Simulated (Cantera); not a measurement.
A perfectly stirred reactor is fed with H2 : O2 = 0.057 : 1 (molar parts), equivalence ratio 0.029, at 610 Pa; it is held at 1275 K, and followed from long to short residence time.

Detailed kinetics in Cantera: the H2/O2 subset of GRI-Mech 3.0, which has no nitrogen chemistry. Radical loss at walls, strong at low pressure, is not modelled. The temperature is held fixed by assumption; the heat of reaction is taken as removed at once.

Predict: x(H2) at τ = 0.410 s; x(O2) at τ = 0.410 s; x(H) at τ = 0.410 s; x(O) at τ = 0.410 s; x(H2O2) at τ = 0.410 s; x(H2) at τ = 15.0 ms; x(O2) at τ = 15.0 ms; x(H) at τ = 15.0 ms; x(O) at τ = 15.0 ms; x(H2O2) at τ = 15.0 ms.


```json
{
 "x(H2) at τ = 0.410 s": "0.000566",
 "x(O2) at τ = 0.410 s": "0.926",
 "x(H) at τ = 0.410 s": "0.00238",
 "x(O) at τ = 0.410 s": "0.0161",
 "x(H2O2) at τ = 0.410 s": "3.77e-8",
 "x(H2) at τ = 15.0 ms": "0.00262",
 "x(O2) at τ = 15.0 ms": "0.907",
 "x(H) at τ = 15.0 ms": "0.00825",
 "x(O) at τ = 15.0 ms": "0.0324",
 "x(H2O2) at τ = 15.0 ms": "5.05e-8"
}
```
